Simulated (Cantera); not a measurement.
Thermodynamics of hydrogen reduction and annealing atmospheres, feed Cu2O + H2 + N2

Charge: 1 mol Cu2O, a varied amount of H2, 0.35 mol N2, held at 0.133 bar.

These are equilibrium values from Cantera (NASA tables, ideal gas, pure condensed phases), not measurements of a reactor. Candidate condensed phases: Cu, CuO, Cu(OH)2, Cu2O, H2O; 27 gas species. Rates play no part.

Q: Map the stable condensed phases over T = 1100, 1175, 1250, 1325, 1400, 1475, 1550, 1625, 1700, 1775 K and n(H2) in mol = 9.7, 23, 56, 130, 320, 760, 1800.

A: 
```
T in K \ n(H2) in mol
          9.7   23   56  130  320  760 1800
   1775     A    A    A    A    A    B    B
   1700     A    A    A    A    A    A    B
   1625     A    A    A    A    A    A    A
   1550     A    A    A    A    A    A    A
   1475     A    A    A    A    A    A    A
   1400     A    A    A    A    A    A    A
   1325     A    A    A    A    A    A    A
   1250     A    A    A    A    A    A    A
   1175     A    A    A    A    A    A    A
   1100     A    A    A    A    A    A    A
```
A: Cu; B: gas only.
